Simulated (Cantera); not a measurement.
Catalytic stagnation flow on Pt

A jet of 1.80 % CH4, 14.8 % O2, 83.4 % N2, equivalence ratio 0.24 at 300 K and 0.440 bar hits a platinum plate 2.1 cm away at a mass flux of 0.023 kg/m²/s; the plate temperature is set and raised in steps from an oxygen-covered start.

Model: Deutschmann's 1995 Pt surface mechanism with GRI-Mech 3.0 gas chemistry, integrated in Cantera. Catalytic surfaces can have several steady states; this one follows from the mechanism file's or the stated starting coverage.

```
plate T (K)  wall x CH4  wall x O2  wall x H2O  wall x OH  wall x CO  wall x CO2  θ free Pt   θ O*    θ OH*
-----------  ----------  ---------  ----------  ---------  ---------  ----------  ---------  -----  -------
900              0.0101      0.131      0.0147    1.57e-8    3.03e-6     0.00954      0.122  0.876  0.00175
950             0.00663      0.124      0.0211    4.82e-8    2.73e-6      0.0137      0.174  0.824  0.00198
1000            0.00431      0.119      0.0253    1.29e-7    2.37e-6      0.0165      0.231  0.767  0.00201
1050            0.00290      0.116      0.0279    3.05e-7    2.09e-6      0.0182      0.291  0.707  0.00191
1100            0.00180      0.114      0.0296    7.09e-7    3.33e-6      0.0192      0.351  0.647  0.00178
1150            0.00113      0.113      0.0309    1.41e-6    4.14e-6      0.0199      0.411  0.588  0.00163
1200           0.000647      0.112      0.0319    2.62e-6    4.96e-6      0.0205      0.469  0.529  0.00147
1250           0.000306      0.111      0.0328    4.63e-6    5.47e-6      0.0210      0.525  0.474  0.00133
```
x: mole fraction at the wall; θ: surface coverage.
